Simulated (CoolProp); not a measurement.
R22 at 293.15 K and 0.644 MPa flows at 0.64 m/s in a round tube of 4.6 mm bore and 45 µm roughness, fully developed (64/Re and Nu = 3.66 if laminar; Colebrook and Gnielinski if turbulent). Each further row changes one setting.

Model: reference Helmholtz-energy equation of state, Kamei 1995, in CoolProp.

```csv
case,Reynolds number,Darcy friction factor,pressure drop (Pa/m),heat-transfer coefficient (W/(m² K)),mass flow (kg/h)
as stated,5540,[?],[?],63.1,[?]
velocity 1.28 m/s,11100,0.0425,[?],128,[?]
diameter 9.2 mm,11100,0.0369,[?],55.4,[?]
```

Complete the blanks.


- as stated, Darcy friction factor: 0.0463
- as stated, pressure drop (Pa/m): 52.8
- as stated, mass flow (kg/h): 0.980
- velocity 1.28 m/s, pressure drop (Pa/m): 194
- velocity 1.28 m/s, mass flow (kg/h): 1.96
- diameter 9.2 mm, pressure drop (Pa/m): 21.0
- diameter 9.2 mm, mass flow (kg/h): 3.92

Viscosity comes from a separate model (Bell 2016), an estimate that may be off by 10 % or more. Thermal conductivity comes from a separate model (McLinden 2000), an estimate that may be off by 10 % or more.
